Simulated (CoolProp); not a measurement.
Vapour-liquid equilibrium of methanol (1) + dimethyl carbonate (2) at 34.7 kPa; x and y are mole fractions of (1).

Values from CoolProp's multi-fluid Helmholtz-energy mixture model, de Reuck 1993 and Zhou 2011; pair parameters Bell 2016.

Give the bubble temperature and the first vapour's composition at x = 0.25, 0.65, 0.95. Is there an azeotrope?

x = 0.25: 315.7 K, y = 0.596; x = 0.65: 311.7 K, y = 0.746; x = 0.95: 311.9 K, y = 0.924. y crosses x between x = 0.75 and 0.85: the model has an azeotrope there.

The pair parameters rest on a limited set of measurements; away from them the model extrapolates.
